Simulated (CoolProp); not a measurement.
Aqueous ethylene glycol as a coolant, 53 % by mass, freezing at -40.2 °C, 1 atm.

Values from CoolProp's Melinder's fits for secondary coolants.

```
T (°C)  Prandtl number  conductivity (W/(m K))  viscosity (mPa s)  density (kg/m³)
------  --------------  ----------------------  -----------------  ---------------
-37.9              722                   0.347               86.5             1091
-31.7              456                   0.350               54.4             1090
-25.5              299                   0.353               35.5             1088
-19.3              203                   0.357               24.0             1086
-13.1              142                   0.360               16.8             1084
-6.9               103                   0.364               12.1             1082
-0.7              76.7                   0.367               9.00             1079
5.6               58.4                   0.371               6.84             1076
11.8              45.8                   0.374               5.36             1073
18                36.7                   0.378               4.29             1070
24.2              30.1                   0.381               3.51             1066
30.4              25.1                   0.385               2.92             1063
```
